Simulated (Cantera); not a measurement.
**Hydrocarbon pyrolysis for carbon deposition**

A perfectly stirred reactor is fed with 3.85 % C2H6, 96.2 % N2, at 1.20 bar; it is held at 1300 K, and followed from long to short residence time.

Model: GRI-Mech 3.0 (53 species, 325 reactions), integrated in Cantera. GRI-Mech 3.0 stops at C3 and has no aromatics, soot or wall deposition, so with more carbon than oxygen in the feed, carbon stays in small species such as C2H2 where larger ones or solid carbon would form.

```json
[
 {"τ (s)": "11", "x C2H6": "8.00e-5", "x CH2": "3.61e-11", "x H2": "0.0495", "x C2H2": "0.0254", "x C2H4": "0.00478", "x HCN": "2.68e-10"},
 {"τ (s)": "3.2", "x C2H6": "0.000161", "x CH2": "7.48e-11", "x H2": "0.0516", "x C2H2": "0.0255", "x C2H4": "0.00559", "x HCN": "2.70e-10"},
 {"τ (s)": "0.89", "x C2H6": "0.000348", "x CH2": "1.64e-10", "x H2": "0.0523", "x C2H2": "0.0249", "x C2H4": "0.00685", "x HCN": "2.81e-10"},
 {"τ (s)": "0.25", "x C2H6": "0.000805", "x CH2": "3.70e-10", "x H2": "0.0507", "x C2H2": "0.0227", "x C2H4": "0.00909", "x HCN": "2.98e-10"},
 {"τ (s)": "0.070", "x C2H6": "0.00201", "x CH2": "8.75e-10", "x H2": "0.0456", "x C2H2": "0.0180", "x C2H4": "0.0130", "x HCN": "3.22e-10"},
 {"τ (s)": "0.020", "x C2H6": "0.00525", "x CH2": "2.10e-9", "x H2": "0.0366", "x C2H2": "0.0110", "x C2H4": "0.0176", "x HCN": "3.51e-10"},
 {"τ (s)": "0.0055", "x C2H6": "0.0138", "x CH2": "4.68e-9", "x H2": "0.0235", "x C2H2": "0.00387", "x C2H4": "0.0177", "x HCN": "3.52e-10"},
 {"τ (s)": "0.0015", "x C2H6": "0.0271", "x CH2": "7.21e-9", "x H2": "0.00998", "x C2H2": "0.000603", "x C2H4": "0.00944", "x HCN": "3.04e-10"}
]
```
x: mole fraction; the columns are a selection and need not sum to one.
